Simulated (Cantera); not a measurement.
A perfectly stirred reactor is fed with CH₄ : O₂ : N₂ : H₂O = 1 : 4.35 : 16.3 : 1.5 (molar parts), at 1.50 bar; it is adiabatic with a 523 K inlet, and is followed from long to short residence time, starting on the burning branch (τ in s: 0.046, 0.018, 0.0068, 0.0026, 0.00098, 0.00037, 0.00014, 5.5e-05, 2.1e-05, 7.9e-06, 3e-06).

Detailed kinetics in Cantera: GRI-Mech 3.0 (53 species, 325 reactions).

x: mole fraction; the columns are a selection and need not sum to one.

```json
[
 {"τ (s)": "0.046", "T (K)": "1503", "x CH₄": "4.29e-5", "x O₂": "0.102", "x H₂O": "0.151", "x N₂O": "9.41e-7", "x C₂H₆": "1.60e-8", "x CH₂": "3.55e-8", "x C₂H₂": "1.81e-8"},
 {"τ (s)": "0.018", "T (K)": "1498", "x CH₄": "?", "x O₂": "0.102", "x H₂O": "0.151", "x N₂O": "1.00e-6", "x C₂H₆": "?", "x CH₂": "?", "x C₂H₂": "?"},
 {"τ (s)": "0.0068", "T (K)": "1487", "x CH₄": "0.000164", "x O₂": "0.103", "x H₂O": "0.150", "x N₂O": "8.93e-7", "x C₂H₆": "1.02e-7", "x CH₂": "1.84e-7", "x C₂H₂": "4.92e-8"},
 {"τ (s)": "0.0026", "T (K)": "1462", "x CH₄": "0.000368", "x O₂": "0.104", "x H₂O": "0.149", "x N₂O": "6.62e-7", "x C₂H₆": "3.42e-7", "x CH₂": "3.91e-7", "x C₂H₂": "8.90e-8"},
 {"τ (s)": "0.00098", "T (K)": "523", "x CH₄": "0.0432", "x O₂": "0.188", "x H₂O": "0.0648", "x N₂O": "<1e-12", "x C₂H₆": "<1e-12", "x CH₂": "<1e-12", "x C₂H₂": "<1e-12"},
 {"τ (s)": "0.00037", "T (K)": "523", "x CH₄": "0.0432", "x O₂": "0.188", "x H₂O": "0.0648", "x N₂O": "<1e-12", "x C₂H₆": "<1e-12", "x CH₂": "<1e-12", "x C₂H₂": "<1e-12"},
 {"τ (s)": "0.00014", "T (K)": "523", "x CH₄": "0.0432", "x O₂": "0.188", "x H₂O": "0.0648", "x N₂O": "<1e-12", "x C₂H₆": "<1e-12", "x CH₂": "<1e-12", "x C₂H₂": "<1e-12"},
 {"τ (s)": "5.5e-5", "T (K)": "523", "x CH₄": "0.0432", "x O₂": "0.188", "x H₂O": "0.0648", "x N₂O": "<1e-12", "x C₂H₆": "<1e-12", "x CH₂": "<1e-12", "x C₂H₂": "<1e-12"},
 {"τ (s)": "2.1e-5", "T (K)": "523", "x CH₄": "0.0432", "x O₂": "0.188", "x H₂O": "0.0648", "x N₂O": "<1e-12", "x C₂H₆": "<1e-12", "x CH₂": "<1e-12", "x C₂H₂": "<1e-12"},
 {"τ (s)": "7.9e-6", "T (K)": "523", "x CH₄": "0.0432", "x O₂": "0.188", "x H₂O": "0.0648", "x N₂O": "<1e-12", "x C₂H₆": "<1e-12", "x CH₂": "<1e-12", "x C₂H₂": "<1e-12"},
 {"τ (s)": "3.0e-6", "T (K)": "523", "x CH₄": "0.0432", "x O₂": "0.188", "x H₂O": "0.0648", "x N₂O": "<1e-12", "x C₂H₆": "<1e-12", "x CH₂": "<1e-12", "x C₂H₂": "<1e-12"}
]
```

Task: What belongs in the gaps?

Result: 
- 0.018, x CH₄: 8.14e-5
- 0.018, x C₂H₆: 3.89e-8
- 0.018, x CH₂: 8.12e-8
- 0.018, x C₂H₂: 3.02e-8
